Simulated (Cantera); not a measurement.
Feed: 1 mol TiO₂, 3.7 mol MgO, 0.71 mol O₂, held at 2125 K and 0.000990 bar.

Equilibrium computed with Cantera from the NASA thermochemical tables; the gas is ideal and each condensed phase is pure. Candidate condensed phases: Mg, MgO, MgTiO₃, MgTi₂O₅, Mg₂TiO₄, Ti, TiO, TiO₂, Ti₂O₃, Ti₃O₅, Ti₄O₇; 9 gas species. Mutual solubility and eutectic melting of coexisting phases are not modelled. Condensed phases not in the tables: alloys, solid solutions and most ternary compounds. Equilibrium is a limit: real reactors are often held back by kinetics, nucleation or transport.

Base state: O₂ 0.947, O 0.0511, Mg 0.00189, MgO 0.000210, TiO₂ 8.87e-5 (mole fractions); condensed: MgO(s) + Mg₂TiO₄(l).

What changes in the equilibrium state with this change: pressure from 0.000990 bar to 0.0133 bar?


| species | before | after |
|---|---|---|
| O₂ | 0.947 | 0.986 |
| O | 0.0511 | 0.0142 |
| Mg | 0.00189 | 3.74e-5 |
| TiO₂ | 8.87e-5 | 6.58e-6 |
| MgO | 0.000210 | 1.56e-5 |
| MgO(s), mol | 1.70 | 1.70 |
| Mg₂TiO₄(l), mol | 1.000 | 1.000 |
